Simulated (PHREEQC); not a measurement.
Consider water at 25 °C with 0.008 mol/kgw HF, 0.36 mol/kgw (CH3)4NF, 0.00052 mol/kgw (NH4)2SiF6 and 0.0077 mol/kgw H2SO4. Closed to the air; pH follows from the charge balance.

Model: ion-association model, wateq4f.dat, run in PHREEQC.

```
quantity               before     after
-------------------  --------  --------
pH                       4.50      4.34
HF2- (mol/kgw)         0.0133  0.000955
HF (mol/kgw)          0.00958   0.00360
H2F2 (mol/kgw)       0.000260   3.43e-5
SI of Quartz (SiO2)     -8.16     -5.57
```

### Question
Which change was made?
(A) diluted 5-fold with water
(B) H2SO4 from 0.0077 to 0.0385 mol/kgw
(C) 0.031 mol/kgw NH4HS added
(D) diluted 10-fold with water
(E) diluted 100-fold with water

### Answer
A, diluted 5-fold with water

This is a speciation only: nothing precipitates in the calculation. (CH3)4N+ isn't in the database: it is added as a free cation with an ion size of 4 Å. SiF6-2 is the database's only silicon fluoride.
